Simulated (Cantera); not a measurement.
A closed system holds: 1 mol N₂O, 0.4 mol H₂, equilibrated at 11.0 bar.

Equilibrium computed with Cantera from the NASA thermochemical tables; the gas is ideal and each condensed phase is pure. Candidate condensed phases: H₂O; 47 gas species. Ions and electrons are included (thermal ionisation). Kinetics and transport are ignored.

**Question.** At 3000 K, list the 6 most abundant gas species with their mole fractions, and the condensed phases.

**Answer.** N₂ 0.558, H₂O 0.202, O₂ 0.144, OH 0.0377, NO 0.0333, O 0.0130. Condensed: gas only.
